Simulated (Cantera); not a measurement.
Gas mixture: 51.2 % CO2, 28.4 % C2H6, 20.4 % C2H4, at 990000 Pa, frozen composition.

Cantera's kinetic-theory transport with the Lennard-Jones parameters of GRI-Mech 3.0, ideal gas; thermal conductivity in the mixture-averaged form. The composition is frozen, though it would react at the higher temperatures.

One state of this run: ρ (kg/m³) = 3.02; cp (J/kg/K) = 2525; μ (µPa s) = 44.3; λ (mW/m/K) = 139; Pr = 0.803; D (cm²/s) CH3 = 0.276; D (cm²/s) H = 1.51; D (cm²/s) N2 = 0.246. D: mixture-averaged diffusion coefficient of that species in the mixture.

Question: Which value of T (K) does it belong to?
A. 1450
B. 400
C. 700
D. 1300

Answer: A, 1450
